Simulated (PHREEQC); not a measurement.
1 kg of water holding 0.16 mol KCl, 0.26 mol NaCl, 0.0075 mol Na2CO3 and 0.37 mol Na2SO4 is evaporated at 25 °C; the solids stay in contact with the brine. CO2 from the air is kept out. Solids allowed: Arcanite, Burkeite, Glaserite, Halite, Kalicinite, Mirabilite, Misenite, Nahcolite, Natron, Sylvite, Thenardite, Trona. Others were left out.

The numbers come from PHREEQC with the Pitzer model, pitzer.dat.

| water left (kg) | ionic strength | water activity | Halite (mol) | Thenardite (mol) | Glaserite (mol) | Burkeite (mol) |
|---|---|---|---|---|---|---|
| 1 | 1.55 | 0.973 | 0 | 0 | 0 | 0 |
| 0.8219 | 1.89 | 0.967 | 0 | 0 | 0 | 0 |
| 0.6755 | ? | 0.960 | 0 | 0 | 0 | 0 |
| 0.4563 | 3.40 | 0.941 | 0 | 0 | 0 | 0 |
| 0.375 | 4.14 | 0.928 | 0 | 0 | 0 | 0 |
| 0.3082 | 5.04 | 0.911 | 0 | 0 | 0 | 0 |
| 0.2534 | 6.13 | 0.889 | 0 | 0 | 0 | 0 |
| 0.2082 | 7.45 | 0.861 | 0 | 0 | 0 | 0 |
| 0.1407 | 9.30 | 0.802 | 0 | 0.0559 | 0.0127 | 0 |
| 0.1156 | 8.93 | 0.788 | 0 | 0.135 | 0.0190 | 0 |
| 0.09503 | 8.65 | 0.768 | 0 | 0.196 | 0.0235 | 0 |
| 0.0781 | 8.58 | 0.740 | 0 | 0.242 | 0.0263 | 0 |
| 0.06419 | 8.65 | 0.727 | 0.0484 | 0.256 | 0.0300 | 0 |
| 0.05277 | 8.69 | 0.726 | 0.116 | 0.258 | 0.0342 | 0 |
| 0.03565 | 8.81 | 0.725 | 0.217 | 0.260 | 0.0405 | 0 |
| 0.02931 | 8.88 | 0.725 | 0.254 | 0.260 | 0.0428 | 0 |
| 0.02408 | 8.98 | 0.724 | ? | 0.261 | 0.0447 | 0 |
| 0.0198 | 9.10 | 0.723 | 0.310 | 0.261 | 0.0463 | 0 |
| 0.01628 | 9.24 | 0.722 | 0.331 | 0.262 | 0.0476 | 0 |
| 0.011 | 9.36 | 0.721 | 0.360 | 0.259 | 0.0495 | 0.00168 |
| 0.009041 | 9.36 | 0.721 | 0.371 | 0.257 | 0.0502 | ? |
| 0.007438 | 9.36 | 0.721 | 0.380 | 0.256 | 0.0507 | 0.00357 |

**Question.** Some entries are withheld; supply them.

**Answer.** 
- 0.6755, ionic strength: 2.30
- 0.02408, Halite (mol): 0.285
- 0.009041, Burkeite (mol): 0.00272
